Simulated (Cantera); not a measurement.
What does this Cantera script print?

```python
import numpy as np
import cantera as ct

gas = ct.Solution("gri30.yaml")
gas.TPX = 1198, 88000, {'C3H8': 1, 'O2': 7.35, 'N2': 27.6}
reactor = ct.IdealGasReactor(gas, energy="on", clone=False)
net = ct.ReactorNet([reactor])
net.rtol, net.atol = 1e-08, 1e-16
show = ['C3H8', 'O2', 'CO', 'O', 'CO2', 'CH4']
times = np.geomspace(2e-06, 0.2, 10)

steps = ct.SolutionArray(gas, extra=["t"])
rows = []
print(f"{'t/s':>10s}{'T/K':>9s}{'P/Pa':>11s}" + "".join(f"{s:>11s}" for s in show))
for t in times:
    while net.time < t:
        t_next = net.step()
        steps.append(gas.state, t=t_next)
    rows.append([np.interp(t, steps.t, y) for y in (steps.T, steps.P, *steps(*show).X.T)])
    print(f"{t:10.3e}{rows[-1][0]:9.1f}{rows[-1][1]:11.4g}" + "".join(f"{x:11.3e}" for x in rows[-1][2:]))
rate = np.gradient(steps.T, steps.t)
print("integrator steps:", len(steps.t))
if steps.T.max() > steps.T[0] + 200:
    print(f"time of steepest temperature rise: {steps.t[rate.argmax()]:.4e} s")
gas.TPX = 1198, 88000, {'C3H8': 1, 'O2': 7.35, 'N2': 27.6}
gas.equilibrate("UV")
print(f"equilibrium (UV): T = {gas.T:.1f} K  " + "  ".join(f"{s} {gas[s].X[0]:.3e}" for s in show))
```

It prints:

```
       t/s      T/K       P/Pa       C3H8         O2         CO          O        CO2        CH4
 2.000e-06   1198.0    8.8e+04  2.782e-02  2.045e-01  6.909e-14  7.950e-10  1.002e-14  5.046e-10
 7.188e-06   1198.0    8.8e+04  2.782e-02  2.044e-01  5.203e-12  2.623e-09  8.558e-13  7.005e-09
 2.583e-05   1198.0    8.8e+04  2.781e-02  2.044e-01  1.511e-10  3.524e-09  2.655e-11  1.007e-07
 9.283e-05   1197.9  8.799e+04  2.779e-02  2.044e-01  7.718e-09  8.009e-09  1.329e-09  1.436e-06
 3.336e-04   1197.7  8.799e+04  2.765e-02  2.044e-01  8.304e-07  2.289e-08  8.173e-08  2.052e-05
 1.199e-03   1198.4   8.81e+04  2.699e-02  2.040e-01  1.997e-05  2.787e-08  6.867e-07  1.374e-04
 4.309e-03   1206.1    8.9e+04  2.342e-02  2.015e-01  4.843e-04  8.769e-08  6.268e-06  8.068e-04
 1.549e-02   2657.6  2.041e+05  2.038e-47  5.876e-02  1.516e-02  5.138e-03  6.467e-02  3.545e-17
 5.565e-02   2657.4   2.04e+05  2.034e-47  5.870e-02  1.516e-02  5.131e-03  6.467e-02  3.543e-17
 2.000e-01   2657.4   2.04e+05  2.034e-47  5.870e-02  1.516e-02  5.131e-03  6.467e-02  3.543e-17
integrator steps: 2210
time of steepest temperature rise: 6.2414e-03 s
equilibrium (UV): T = 2657.4 K  C3H8 3.963e-47  O2 5.870e-02  CO 1.516e-02  O 5.131e-03  CO2 6.467e-02  CH4 5.017e-17
```

Model: GRI-Mech 3.0 (53 species, 325 reactions), integrated in Cantera. GRI-Mech 3.0 was tuned for natural gas; its chemistry of propane as a main component is partial and can be far from experiment.
